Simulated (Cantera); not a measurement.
Charge: 1 mol SiC, 0.31 mol O₂, 1.4 mol H₂, held at 13300 Pa.

These are equilibrium values from Cantera (NASA tables, ideal gas, pure condensed phases), not measurements of a reactor. Candidate condensed phases: C, C₆H₆, C₇H₈, C₈H₁₈, H₂O, Si, SiC, SiO₂; 123 gas species. Mutual solubility and eutectic melting of coexisting phases are not modelled. The tables hold silica as quartz up to 1696 K and as liquid above; real silica turns to tridymite and cristobalite and melts near 1996 K. Gases not in the tables: Si₂H₆ and higher silanes. The numbers say what is thermodynamically allowed, not how fast it happens.

Question: Which condensed phases are stable at each of these points (T (K)): 1523, 1623, 1723, 1823, 1923, 2023, 2123, 2223?

Answer: 
```csv
T (K),condensed phases,Si condensed (%)
1523,SiC(s) + SiO₂(β-quartz),99.9
1623,SiC(s) + SiO₂(β-quartz),98.9
1723,SiC(s) + SiO₂(condensed),91.6
1823,SiC(s),69.0
1923,SiC(s),69.0
2023,SiC(s),69.0
2123,SiC(s),68.9
2223,SiC(s),68.5
```

From 1523 K to 1623 K the condensed part is SiC(s) + SiO₂(β-quartz). At 1723 K the condensed part is SiC(s) + SiO₂(condensed). From 1823 K to 2223 K the condensed part is SiC(s).
